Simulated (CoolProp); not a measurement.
Vapour-liquid equilibrium of o-xylene (1) + n-nonane (2) at 440 kPa; x and y are mole fractions of (1).

Values from CoolProp's multi-fluid Helmholtz-energy mixture model, Zhou 2012 and Lemmon 2006; pair parameters Bell 2016.

```csv
x,"bubble temperature, mixture model (K)","bubble temperature, Raoult's law (K)","y, mixture model","y, Raoult's law"
0.05,488.9,489.3,0.060,0.056
0.15,487.7,488.6,0.175,0.166
0.25,486.5,487.9,0.283,0.274
0.35,485.5,487.3,0.385,0.378
0.45,484.7,486.6,0.482,0.480
0.55,484.0,486.0,0.575,0.580
0.65,483.5,485.3,0.667,0.678
0.75,483.1,484.7,0.758,0.772
0.85,483.0,484.1,0.851,0.865
0.95,483.0,483.4,0.949,0.956
```

The largest gap from Raoult's law is -2.0 K in bubble temperature, at x = 0.55. y crosses x between x = 0.85 and 0.95: the model has an azeotrope there.

Pair parameters are fitted to limited data, so mixtures are less certain than the pure fluids.
